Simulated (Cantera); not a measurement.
What does this Cantera script print?

```python
import numpy as np
import cantera as ct

gas_names = """
    C CO CO2 C2 C2O C3 C3O2 C4 C5 Fe FeC5O5 FeO O O2 O3
""".split()
cond_names = """
    C(gr) Fe(a) Fe(c) Fe(d) Fe(L) FeC5O5(L) FeO(s) FeO(L) Fe2O3(s) Fe3O4(s)
""".split()


# ... load() reads the species with a 1 bar reference pressure and builds the phases ...
atoms = {
    'Fe2O3': {'Fe': 2, 'O': 3},
    'CO': {'C': 1, 'O': 1},
}
top_T = {'C(gr)': 4500, 'Fe2O3(s)': 1830, 'Fe3O4(s)': 1870}  # K; cautious upper limits of use, not melting points


# ... equilibrate(T, P, feed) seeds the gas with the atoms and calls Mixture.equilibrate('TP', solver="vcs", rtol=1e-11, max_steps=5000) ...
results = []
feed = {'Fe2O3': 1, 'CO': 0.66}  # mol
T = 1225  # K
P = 1000  # Pa
mix = equilibrate(T, P, feed)
results.append((T, P, feed, dict(zip(mix.species_names, mix.species_moles))))
x = sorted(zip(gas.X, gas.species_names), reverse=True)
print(f"T = {T:g} K  P = {P:g} Pa  gas = {mix.phase_moles(0):.4g} mol")
print("   x: " + "  ".join(f"{s} {v:.3e}" for v, s in x if v > 0.001))
print("   condensed (mol): " + ("  ".join(f"{mix.phase(i).name} {mix.phase_moles(i):.4g}"
      for i in range(1, mix.n_phases) if mix.phase_moles(i) > 1e-12) or "none"))
```

It prints:

```
T = 1225 K  P = 1000 Pa  gas = 0.66 mol
   x: CO2 9.488e-01  CO 5.117e-02
   condensed (mol): FeO(s) 0.8787  Fe3O4(s) 0.3738
```

Equilibrium computed with Cantera from the NASA thermochemical tables; the gas is ideal and each condensed phase is pure. Mutual solubility and eutectic melting of coexisting phases are not modelled. The tables' stoichiometric FeO is somewhat more stable than real wüstite, so its field is too wide. FeO: taken at fixed stoichiometry.
